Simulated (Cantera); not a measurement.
Input: 1 mol Ta(OEt)5, 0.093 mol O2, a varied amount of H2, 2 mol CO2, held at 140 Pa.

Cantera equilibrium calculation (NASA polynomials, part measured and part estimated; ideal gas, pure solids and liquids). Candidate condensed phases: C, C6H6, C7H8, C8H18, H2O, Ta, TaC, Ta2O5; 113 gas species. The feed counts by its element totals alone. TaC: taken at fixed stoichiometry. Condensed phases not in the tables: Ta2C. Rates play no part.

Stable condensed phases, one row left out:

```
T in K \ n(H2) in mol
         2.2 3.6 5.9 9.8  16  26  43  71 120
   1273    A   A   A   A   A   A   A   A   A
   1223    A   A   A   A   A   A   A   A   A
   1173    A   A   A   A   A   A   A   A   A
   1123    A   A   A   A   A   A   A   A   A
   1073    A   A   A   A   A   A   A   A   A
    973    B   B   B   B   B   B   C   A   A
    923    B   B   B   B   B   B   B   B   B
    873    B   B   B   B   B   B   B   B   B
```

A: C + TaC; B: C + Ta2O5; C: C + TaC + Ta2O5.

Problem. Give the row for 1023 K.

Solution. 2.2: C + TaC; 3.6: C + TaC; 5.9: C + TaC; 9.8: C + TaC; 16: C + TaC; 26: C + TaC; 43: C + TaC; 71: C + TaC; 120: C + TaC.
